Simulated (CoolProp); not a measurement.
Properties of tetrahydrofuran at several states (Tc = 540.2 K, pc = 53.04 bar, ω = 0.234).

Values from CoolProp's reference Helmholtz-energy equation of state, Fiedler 2023.

```json
[
 {"T (K)": "290.3", "p (bar)": "14.7", "phase": "liquid", "density (kg/m³)": "891.8", "cv (kJ/(kg K))": "1.174", "speed of sound (m/s)": "1322", "Joule-Thomson coefficient (K/MPa)": "-0.4283", "expansivity (1/kK)": "1.216"},
 {"T (K)": "467.3", "p (bar)": "23.4", "phase": "liquid", "density (kg/m³)": "660.6", "cv (kJ/(kg K))": "1.791", "speed of sound (m/s)": "535.5", "Joule-Thomson coefficient (K/MPa)": "0.2079", "expansivity (1/kK)": "2.897"},
 {"T (K)": "366.3", "p (bar)": "4.12", "phase": "liquid", "density (kg/m³)": "803.6", "cv (kJ/(kg K))": "1.432", "speed of sound (m/s)": "964.4", "Joule-Thomson coefficient (K/MPa)": "-0.2736", "expansivity (1/kK)": "1.529"},
 {"T (K)": "196.9", "p (bar)": "11.5", "phase": "liquid", "density (kg/m³)": "990.4", "cv (kJ/(kg K))": "1.010", "speed of sound (m/s)": "1768", "Joule-Thomson coefficient (K/MPa)": "-0.5387", "expansivity (1/kK)": "1.062"},
 {"T (K)": "326.5", "p (bar)": "5.04", "phase": "liquid", "density (kg/m³)": "850.7", "cv (kJ/(kg K))": "1.291", "speed of sound (m/s)": "1146", "Joule-Thomson coefficient (K/MPa)": "-0.3613", "expansivity (1/kK)": "1.338"}
]
```
